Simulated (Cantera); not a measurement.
**Aluminium nitride and oxide growth: AlCl₃ + HCl + N₂**

Feed: 1 mol AlCl₃, 1.8 mol HCl, a varied amount of N₂, held at 1173.15 K and 100000 Pa.

Method: chemical equilibrium by Gibbs-energy minimisation in Cantera with the NASA 1993 tables (ideal gas, pure condensed phases). Candidate condensed phases: Al, AlCl₃, AlN, NH₄Cl; 20 gas species. Rates play no part.

```tsv
n(N₂) (mol)	x N₂	x HCl	x AlCl₃	x Al₂Cl₆	x Cl	x H₂
68	0.960	0.0254	0.0141	2.63e-6	2.18e-6	1.46e-6
110	0.975	0.0160	0.00886	1.04e-6	1.63e-6	1.02e-6
160	0.983	0.0111	0.00614	4.98e-7	1.30e-6	7.77e-7
210	0.987	0.00846	0.00470	2.92e-7	1.09e-6	6.38e-7
260	0.989	0.00685	0.00380	1.91e-7	9.57e-7	5.47e-7
300	0.991	0.00594	0.00330	1.44e-7	8.75e-7	4.94e-7
350	0.992	0.00510	0.00283	1.06e-7	7.93e-7	4.42e-7
400	0.993	0.00447	0.00248	8.14e-8	7.28e-7	4.02e-7
440	0.994	0.00406	0.00226	6.74e-8	6.85e-7	3.76e-7
490	0.994	0.00365	0.00203	5.44e-8	6.40e-7	3.49e-7
540	0.995	0.00332	0.00184	4.48e-8	6.01e-7	3.25e-7
580	0.995	0.00309	0.00172	3.89e-8	5.74e-7	3.10e-7
630	0.996	0.00284	0.00158	3.30e-8	5.44e-7	2.92e-7
```
x: gas mole fraction; nothing condenses.

From 68 mol N₂ to 630 mol N₂ nothing is condensed. The main Al-bearing gas is AlCl₃ throughout.
